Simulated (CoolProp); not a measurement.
C2F6 (R116) along the isotherm 238.2 K: density (kg/m³) from the reference equation and from simpler models built on Tc = 293.0 K, pc = 3.048 MPa, ω = 0.257; each cubic takes its own stable root.

Values from CoolProp's reference Helmholtz-energy equation of state, Lemmon 2006. It is a short technical equation, of lower accuracy than the large ones.

```tsv
p (MPa)	phase	reference	van der Waals	Peng-Robinson
0.544	gas	43.85	41.87	44.03
1.09	liquid	1395	96.85	1477
1.63	liquid	1400	886.8	1487
2.18	liquid	1406	901.2	1497
2.72	liquid	1411	913.5	1505
3.27	liquid	1416	924.8	1514
3.81	liquid	1421	934.7	1522
4.35	liquid	1426	943.8	1530
4.9	liquid	1431	952.4	1537
5.44	liquid	1436	960.2	1544
5.99	liquid	1440	967.6	1551
6.53	liquid	1444	974.5	1558
7.07	liquid	1449	980.9	1564
7.62	liquid	1453	987.1	1570
```

At some of these states van der Waals gives the other phase, because its saturation line lies elsewhere.
